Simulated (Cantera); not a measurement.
An isothermal, constant-pressure homogeneous reactor starts with H2 : O2 : N2 = 0.17 : 1 : 0.6 (molar parts), at 1275 K and 20.0 Torr.

Detailed kinetics in Cantera: GRI-Mech 3.0 (53 species, 325 reactions). Radical loss at walls, strong at low pressure, is not modelled. The temperature is held fixed by assumption; the heat of reaction is taken as removed at once.

x: mole fraction; the columns are a selection and need not sum to one.

```tsv
t (s)	x H2	x O2	x OH	x O	x H2O	x H
0.000400	0.0959	0.565	2.71e-5	3.96e-5	8.29e-5	4.32e-5
0.000930	0.00868	0.508	0.00856	0.0378	0.0690	0.0285
0.00216	___	0.506	___	___	0.0795	___
0.00503	0.00260	0.516	0.00564	0.0301	0.0857	0.0139
0.0117	0.00143	0.529	0.00421	0.0156	0.0934	0.00527
0.0272	0.000457	0.538	0.00239	0.00485	0.0984	0.000909
0.0632	___	0.542	___	___	0.100	___
0.147	1.96e-5	0.543	0.000499	0.000207	0.101	8.05e-6
0.342	4.63e-6	0.543	0.000244	4.94e-5	0.101	9.35e-7
0.795	1.31e-6	0.543	0.000130	1.41e-5	0.101	1.42e-7
1.85	4.28e-7	0.543	7.47e-5	4.63e-6	0.101	2.69e-8
4.30	1.58e-7	0.543	4.55e-5	1.72e-6	0.101	6.10e-9
10.0	7.13e-8	0.543	3.06e-5	7.77e-7	0.101	1.85e-9
```

Task: Complete the blanks.

Result: 
- 0.00216, x H2: 0.00335
- 0.00216, x OH: 0.00635
- 0.00216, x O: 0.0409
- 0.00216, x H: 0.0217
- 0.0632, x H2: 9.70e-5
- 0.0632, x OH: 0.00110
- 0.0632, x O: 0.00102
- 0.0632, x H: 8.79e-5
